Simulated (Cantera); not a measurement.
Input (Python, Cantera) and output of one run.

```python
import numpy as np
import cantera as ct

gas_names = """
    H H2S
""".split()
cond_names = """
    Ni3S4(s) Ni(cr) Ni(L)
""".split()


def load(file, names, dense=False):
    # The tables refer to 1 bar. Condensed volumes are neglected.
    table = {s.name: s for s in ct.Species.list_from_file(file)}
    out = []
    for n in names:
        d = dict(table[n].input_data)
        d["thermo"] = dict(d["thermo"], **{"reference-pressure": 1e5})
        if dense:
            d["equation-of-state"] = {"model": "constant-volume", "density": "1e6 g/cm^3"}
        out.append(ct.Species.from_dict(d))
    return out


species = {s.name: s for s in load("nasa_gas.yaml", gas_names) + load("nasa_condensed.yaml", cond_names)}
# Each term lists the table entries of one substance; the one whose range holds T is used.
reactions = {
    'Ni3S4 + 8 H(g) = 3 Ni + 4 H2S(g)':
        [(-1, ['Ni3S4(s)']), (-8, ['H']), (3, ['Ni(cr)', 'Ni(L)']), (4, ['H2S'])],
}


def pick(names, T):
    return next(species[n] for n in names if species[n].thermo.min_temp <= T <= species[n].thermo.max_temp)


results = []
for label, terms in reactions.items():
    print(label)
    print("     T/K   dH/kJ  dS/(J/K)   dG/kJ   log10 K")
    for T in [300, 350, 375, 400, 425, 450, 475, 500, 525]:
        used = [(nu, pick(names, T)) for nu, names in terms]
        dH = sum(nu * s.thermo.h(T) for nu, s in used) / 1e6
        dS = sum(nu * s.thermo.s(T) for nu, s in used) / 1e3
        dG = dH - T * dS / 1e3
        logK = -dG * 1e6 / (ct.gas_constant * T * np.log(10))
        results.append((label, T, dH, dS, dG, logK, [s.name for _, s in used]))
        print(f"{T:8g} {dH:8.1f} {dS:8.1f} {dG:8.1f} {logK:8.2f}")
```

It prints:

```
Ni3S4 + 8 H(g) = 3 Ni + 4 H2S(g)
     T/K   dH/kJ  dS/(J/K)   dG/kJ   log10 K
     300  -1525.1   -192.3  -1467.4   255.49
     350  -1530.9   -210.2  -1457.3   217.49
     375  -1533.8   -218.2  -1452.0   202.25
     400  -1536.7   -225.8  -1446.4   188.88
     425  -1539.7   -232.9  -1440.7   177.06
     450  -1542.6   -239.7  -1434.8   166.54
     475  -1545.6   -246.1  -1428.7   157.11
     500  -1548.6   -252.3  -1422.5   148.60
     525  -1551.6   -258.1  -1416.1   140.89
```

Cantera with NASA thermochemical tables; ideal gases at 1 bar, condensed phases pure. Condensed species are held in their standard states even where they would react or evaporate.
